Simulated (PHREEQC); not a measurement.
A solution holds 23 mmol/kgw Ba(NO3)2, at 25 °C. Closed to the air; pH follows from the charge balance.

The numbers come from PHREEQC with the ion-association model, phreeqc.dat.

Precipitation was switched off in this run.

### Question
Predict the specific conductance, density.

### Answer
specific conductance 4940 µS/cm; density 1.002 g/cm³.
